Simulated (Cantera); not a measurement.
What does this Cantera script print?

```python
import numpy as np
import cantera as ct

gas_names = """
    N B2O2 NO
""".split()
cond_names = """
    BN(s)
""".split()


# ... load() reads the species with a 1 bar reference pressure and builds the phases ...
species = {s.name: s for s in load("nasa_gas.yaml", gas_names) + load("nasa_condensed.yaml", cond_names)}
# Each term lists the table entries of one substance; the one whose range holds T is used.
reactions = {
    '4 N(g) + B2O2(g) = 2 BN + 2 NO(g)':
        [(-4, ['N']), (-1, ['B2O2']), (2, ['BN(s)']), (2, ['NO'])],
}


def pick(names, T):
    return next(species[n] for n in names if species[n].thermo.min_temp <= T <= species[n].thermo.max_temp)


results = []
for label, terms in reactions.items():
    print(label)
    print("     T/K   dH/kJ  dS/(J/K)   dG/kJ   log10 K")
    for T in [300, 2400, 2450, 2500, 2550, 2600, 2650, 2700]:
        used = [(nu, pick(names, T)) for nu, names in terms]
        dH = sum(nu * s.thermo.h(T) for nu, s in used) / 1e6
        dS = sum(nu * s.thermo.s(T) for nu, s in used) / 1e3
        dG = dH - T * dS / 1e3
        logK = -dG * 1e6 / (ct.gas_constant * T * np.log(10))
        results.append((label, T, dH, dS, dG, logK, [s.name for _, s in used]))
        print(f"{T:8g} {dH:8.1f} {dS:8.1f} {dG:8.1f} {logK:8.2f}")
```

It prints:

```
4 N(g) + B2O2(g) = 2 BN + 2 NO(g)
     T/K   dH/kJ  dS/(J/K)   dG/kJ   log10 K
     300  -1754.0   -405.0  -1632.5   284.24
    2400  -1763.6   -431.0   -729.2    15.87
    2450  -1763.4   -430.9   -707.6    15.09
    2500  -1763.1   -430.8   -686.1    14.33
    2550  -1762.9   -430.7   -664.5    13.61
    2600  -1762.6   -430.6   -643.0    12.92
    2650  -1762.4   -430.5   -621.5    12.25
    2700  -1762.2   -430.5   -600.0    11.61
```

Standard-state values (1 bar) from the NASA 1993 polynomials, evaluated with Cantera. Condensed species are held in their standard states even where they would react or evaporate.
